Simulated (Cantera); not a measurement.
Premixed flame

A freely propagating, adiabatic, planar premixed flame of 11.1 % CH4, 0.398 % H2, 18.6 % O2, 69.9 % N2, equivalence ratio 1.2, unburnt at 325 K and 1730 Torr; mixture-averaged transport, grid criteria slope 0.08 and curve 0.16, no radiation.

Model: GRI-Mech 3.0 (53 species, 325 reactions), integrated in Cantera. Burning velocities carry a grid error of a few per cent, more on coarse grids.

```
z (mm)   T (K)  u (m/s)     x CH4     x H2      x O2    x HCO     x HO2    x C2H6
-------  -----  -------  --------  -------  --------  -------  --------  --------
-0.794     325    0.274     0.111  0.00506     0.186    <1e-8   1.80e-8   1.44e-8
-0.529     328    0.277     0.110  0.00748     0.185    <1e-8   2.91e-7   3.79e-7
-0.397     345    0.292     0.109   0.0109     0.184    <1e-8   2.13e-6   4.29e-6
-0.265     474    0.405     0.100   0.0175     0.174    <1e-8   2.48e-5   7.54e-5
-0.132    1025    0.892    0.0646   0.0263     0.126  2.37e-7  0.000125  0.000824
-0.0661   1467     1.29    0.0337   0.0304    0.0803  6.09e-6  0.000125   0.00107
0         1850     1.63   0.00735   0.0316    0.0329  2.10e-5   4.89e-5  0.000124
0.0661    2002     1.77  0.000506   0.0286   0.00964  7.52e-6   7.83e-6   7.15e-7
0.132     2042     1.79   2.21e-5   0.0273   0.00343  6.75e-7   2.61e-6     <1e-8
0.265     2075     1.82   9.34e-8   0.0275   0.00134  1.27e-7   1.19e-6     <1e-8
0.529     2107     1.84     <1e-8   0.0276  0.000663  8.45e-8   5.89e-7     <1e-8
1.06      2133     1.86     <1e-8   0.0274  0.000268  5.12e-8   2.16e-7     <1e-8
2.12      2148     1.87     <1e-8   0.0274   8.99e-5  2.90e-8   5.93e-8     <1e-8
```
x: mole fraction of selected species; z is measured from the peak of heat release.

* **laminar burning velocity**: 27.3 cm/s
* **thermal thickness**: 0.265 mm
* **peak x(HCO)**: 2.11e-5
* **peak x(HO2)**: 0.000130
* **peak x(C2H6)**: 0.00115
* **grid points**: 153
